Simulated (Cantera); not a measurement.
A diamond (100) surface in a fixed gas of H2 with x(CH4) = 0.0028, x(H) = 0.0013, at 925 K, 52.5 Torr; coverages are run to steady state.

Computed with Cantera and the Harris–Goodwin 1993 mechanism for the reconstructed diamond (100) surface.

θ: site fractions in the mechanism's names (c6HH fully hydrogenated, c6H* and c6*H radical sites, c6** diradical, c6HM methylated).

```
x(CH3)   growth (µm/h)  θ c6HH   θ c6H*  θ c6*H   θ c6**    θ c6HM
-------  -------------  ------  -------  ------  -------  --------
1e-06           0.0248   0.668   0.0122   0.314  0.00531  0.000567
2.8e-06         0.0694   0.667   0.0122   0.313  0.00530   0.00159
7.7e-06          0.190   0.665   0.0121   0.312  0.00528   0.00434
2.1e-05          0.513   0.659   0.0120   0.309  0.00522    0.0117
6e-05             1.42   0.641   0.0117   0.301  0.00504    0.0325
0.00017           3.72   0.597   0.0109   0.279      [?]    0.0851
0.00046           8.39   0.507  0.00919   0.236      [?]     0.192
0.0013            16.0   0.360  0.00644   0.165      [?]     0.366
0.0036            23.6   0.212  0.00367  0.0944      [?]     0.542
```

What belongs in the gaps?


- 0.00017, θ c6**: 0.00459
- 0.00046, θ c6**: 0.00368
- 0.0013, θ c6**: 0.00225
- 0.0036, θ c6**: 0.000956
